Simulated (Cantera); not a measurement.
A closed system holds: 1 mol Si, 27 mol HCl, 3.8 mol N2, held at 0.133 bar.

Cantera equilibrium calculation (NASA polynomials, part measured and part estimated; ideal gas, pure solids and liquids). Candidate condensed phases: NH4Cl, Si, Si3N4; 28 gas species. The tables' values for SiCl3 are old estimates; treat these amounts as uncertain. Kinetics and transport are ignored. All values below are at 1423 K.

Base state: HCl 0.773, N2 0.127, H2 0.0656, SiCl4 0.0312, SiCl3 0.00170, SiCl2 0.000368, SiHCl3 0.000206, Cl 4.50e-5 (mole fractions); condensed: gas only.

Q: What changes in the equilibrium state with this change: HCl from 27 to 13 mol?

A: 
| species | before | after |
|---|---|---|
| HCl | 0.773 | 0.577 |
| N2 | 0.127 | 0.239 |
| H2 | 0.0656 | 0.120 |
| SiCl4 | 0.0312 | 0.0546 |
| SiCl2 | 0.000368 | 0.00211 |
| SiHCl3 | 0.000206 | 0.000883 |
| SiCl3 | 0.00170 | 0.00540 |
